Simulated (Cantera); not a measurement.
Input: 1 mol Al(CH₃)₃, 30 mol NH₃, 360 mol N₂, equilibrated at 1000 Pa.

Equilibrium computed with Cantera from the NASA thermochemical tables; the gas is ideal and each condensed phase is pure. Candidate condensed phases: Al, AlN, C, C₆H₆, C₇H₈, C₈H₁₈; 97 gas species. The feed counts by its element totals alone. Rates play no part.

Q: Which condensed phases are stable at each of these points (T (K)): 1523, 1573, 1623, 1673, 1723, 1773, 1823, 1873, 1923, 1973, 2023, 2073, 2123, 2173?

A: 
| T (K) | condensed phases | Al condensed (%) |
|---|---|---|
| 1523 | AlN(s) + C(graphite) | 100.0 |
| 1573 | AlN(s) + C(graphite) | 100.0 |
| 1623 | AlN(s) + C(graphite) | 99.9 |
| 1673 | AlN(s) + C(graphite) | 99.4 |
| 1723 | AlN(s) + C(graphite) | 97.9 |
| 1773 | AlN(s) + C(graphite) | 92.8 |
| 1823 | AlN(s) + C(graphite) | 76.5 |
| 1873 | AlN(s) + C(graphite) | 28.2 |
| 1923 | C(graphite) | 0.0 |
| 1973 | C(graphite) | 0.0 |
| 2023 | C(graphite) | 0.0 |
| 2073 | C(graphite) | 0.0 |
| 2123 | gas only | 0.0 |
| 2173 | gas only | 0.0 |

From 1523 K to 1873 K the condensed part is AlN(s) + C(graphite). From 1923 K to 2073 K the condensed part is C(graphite). From 2123 K to 2173 K nothing is condensed.
